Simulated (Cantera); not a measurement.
An adiabatic, constant-volume homogeneous reactor starts with 7.97 % CH4, 2.39 % CO, 18.8 % O2, 70.8 % N2, at 1798 K and 7500 Torr.

Detailed kinetics in Cantera: GRI-Mech 3.0 (53 species, 325 reactions). Above 3000 K some thermodynamic fits are extrapolated.

Question: Predict: time of steepest temperature rise; temperature at 6.00 s; equilibrium temperature; x(CO) at 6.00 s; x(O2) at 6.00 s; x(CH2O) at 6.00 s; x(H2O) at 6.00 s.

Answer: 
```json
{
 "time_of_steepest_temperature_rise": "15.4 µs",
 "temperature at 6.00 s": "3163 K",
 "equilibrium_temperature": "3163 K",
 "x(CO) at 6.00 s": "0.0454 (gas-phase equilibrium 0.0454)",
 "x(O2) at 6.00 s": "0.0277 (gas-phase equilibrium 0.0277)",
 "x(CH2O) at 6.00 s": "4.51e-9 (gas-phase equilibrium 4.51e-9)",
 "x(H2O) at 6.00 s": "0.125 (gas-phase equilibrium 0.125)"
}
```
